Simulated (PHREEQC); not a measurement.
Make-up at 94 °C: 0.0088 mol/kgw ZnCl2, 0.17 mol/kgw H3BO3 and 0.025 mol/kgw FeSO4. Closed to the air; pH follows from the charge balance.

The numbers come from PHREEQC with the ion-association model, phreeqc.dat.

No solid was allowed to form.

Order these Cl species by the share of Cl that they hold, largest first: Cl-, ZnCl+, ZnCl2, FeCl+.

Cl- (94 %), ZnCl+ (5.5 %), FeCl+ (0.70 %), ZnCl2 (0.14 %)

Order these Fe species by the share of Fe that they hold, largest first: FeSO4, FeCl+, Fe+2.

Fe+2 (56 %), FeSO4 (44 %), FeCl+ (0.49 %)

The pH is 4.91 and the ionic strength 0.0690 mol/kgw. Species that the database lacks are ignored. At this temperature some constants are extrapolated from 25 °C, and those without enthalpy data are left unchanged.
